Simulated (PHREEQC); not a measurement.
Solution (25 °C): 0.29 mol/kgw HF, 0.00012 mol/kgw NH4HF2 and 1.9e-05 mol/kgw H4SiO4. Closed to the air; pH follows from the charge balance.

Computed with PHREEQC (ion-association model, phreeqc.dat).

Problem. The ionic strength comes out as 0.0213 mol/kgw. What activity coefficients do F-, HF2-, H+, SiF6-2, NH4+ get?

Solution. F- 0.86, HF2- 0.87, H+ 0.89, SiF6-2 0.58, NH4+ 0.86.

No solid was allowed to form. SiF6-2 is the database's only silicon fluoride.
